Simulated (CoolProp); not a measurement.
A closed Brayton cycle with dry air: compressor inlet 314.15 K and 4.5 MPa, high pressure 15.2 MPa, turbine inlet 675 K, compressor efficiency 0.8, turbine efficiency 0.85, recuperator effectiveness 0.8 (on enthalpy, no pinch check). Each further row changes one setting.

Model: reference Helmholtz-energy equation of state, Lemmon 2000, in CoolProp. It is a pseudo-pure fit of the blend.

```csv
case,thermal efficiency (%),net work (kJ/kg),compressor to turbine work,compressor exit (K),turbine exit (K)
as stated,4.2,7.91,0.96,478.1,511.3
turbine inlet 625 K,-3.4,-5.51,1.0,478.1,471.8
compressor inlet 324.15 K,1.2,2.26,0.99,493.0,511.3
high pressure 12.9 MPa,7.9,14.0,0.91,452.6,530.7
recuperator effectiveness 0.5,4.0,7.91,0.96,478.1,511.3
```
